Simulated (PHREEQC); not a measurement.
Make-up at 25 °C: 0.0016 mol/kgw ZnSO4, 8.6e-07 mol/kgw KCl and 6.4e-05 mol/kgw HCl. Closed to the air; pH follows from the charge balance.

Model: ion-association model, phreeqc.dat, run in PHREEQC.

The ionic strength comes out as 0.00551 mol/kgw. What activity coefficients do Cl-, HSO4-, Zn+2, H+, SO4-2 get?

Cl- 0.92, HSO4- 0.92, Zn+2 0.73, H+ 0.93, SO4-2 0.73.

No solid was allowed to form. Species that the database lacks are ignored.
